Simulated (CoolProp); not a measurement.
A Linde-Hampson liquefier for normal hydrogen: isothermal reversible compression at 290 K from 1 atm to 40 MPa, throttling to 1 atm, return gas leaving the recuperator 10 K below the feed. Each further row changes one setting.

Model: reference Helmholtz-energy equation of state, Leachman 2009, in CoolProp.

```tsv
case	compression work (kJ/kg of gas)
as stated	7450
high pressure 80 MPa	8590
warm-end temperature 320 K	8200
warm-end gap 15 K	7450
```
